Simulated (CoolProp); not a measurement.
c-C4F8 (RC318) at 265.35 K and 2.08 MPa flows at 0.13 m/s in a round tube of 25 mm bore and 15 µm roughness, fully developed (64/Re and Nu = 3.66 if laminar; Colebrook and Gnielinski if turbulent). Each further row changes one setting.

Model: reference Helmholtz-energy equation of state, Platzer 1990, in CoolProp. This equation is an older, rougher fit; its heat capacities, sound speeds and derivatives of the liquid may be far off and weren't checked against measurements.

```tsv
case	Reynolds number	Darcy friction factor	pressure drop (Pa/m)	heat-transfer coefficient (W/(m² K))	mass flow (kg/h)
as stated	8500	0.0331	?	219	374
velocity 0.26 m/s	17000	0.0281	?	421	749
diameter 50 mm	17000	0.0275	?	208	1500
```

Fill in the missing entries.


- as stated, pressure drop (Pa/m): 18.2
- velocity 0.26 m/s, pressure drop (Pa/m): 62.0
- diameter 50 mm, pressure drop (Pa/m): 7.59

Viscosity comes from a separate model (Huber 2003), an estimate that may be off by 10 % or more. Thermal conductivity comes from a separate model (Huber 2003), an estimate that may be off by 10 % or more.
